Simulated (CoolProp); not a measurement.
A single-stage vapour-compression cycle with R134a: evaporating at 288.15 K (dew point), condensing at 308.15 K (bubble point), superheat 0 K, subcooling 8 K, compressor efficiency 0.6, no pressure losses. Each further row changes one setting.

Model: reference Helmholtz-energy equation of state, Tillner-Roth 1994, in CoolProp.

```
case                              cooling COP  pressure ratio  discharge temperature (K)  refrigerating effect (kJ/kg)  volumetric capacity (kJ/m³)
--------------------------------  -----------  --------------  -------------------------  ----------------------------  ---------------------------
as stated                                8.25            1.82                      317.9                           170                         4030
evaporating temperature 293.15 K         11.4            1.55                      315.2                           172                         4790
condensing temperature 303.15 K          11.3            1.58                      310.7                           177                         4200
subcooling 13 K                          8.59            1.82                      317.9                           177                         4200
superheat 10 K                           8.24            1.82                      328.2                           179                         4040
compressor efficiency 0.5                6.87            1.82                      321.8                           170                         4030
```
